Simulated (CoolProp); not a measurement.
Properties of CHF3 (R23) along the isotherm 309.1 K (Tc = 299.3 K, pc = 4.832 MPa, ω = 0.263).

Model: reference Helmholtz-energy equation of state, Penoncello 2003, in CoolProp.

| p (MPa) | phase | density (kg/m³) | Prandtl number |
|---|---|---|---|
| 0.0382 | gas | 1.043 | 0.818 |
| 0.0595 | gas | 1.627 | 0.817 |
| 0.0926 | gas | 2.538 | 0.817 |
| 0.144 | gas | 3.961 | 0.816 |
| 0.225 | gas | 6.224 | 0.815 |
| 0.35 | gas | 9.767 | 0.815 |
| 0.544 | gas | 15.39 | 0.816 |
| 0.848 | gas | ___ | 0.821 |
| 1.32 | gas | ___ | ___ |
| 2.06 | gas | 66.16 | 0.872 |
| 3.2 | gas | 116.6 | 0.999 |
| 4.98 | supercritical | 254.4 | ___ |
| 7.76 | supercritical | ___ | ___ |
| 12.1 | supercritical | 933.2 | ___ |

**Question.** Complete the blanks.

**Answer.** 
- 0.848, density (kg/m³): 24.55
- 1.32, density (kg/m³): 39.68
- 1.32, Prandtl number: 0.834
- 4.98, Prandtl number: 1.93
- 7.76, density (kg/m³): 794.6
- 7.76, Prandtl number: 2.43
- 12.1, Prandtl number: 1.82

Viscosity comes from a separate model (Shan 2000). Thermal conductivity comes from a separate model (Shan 2000).
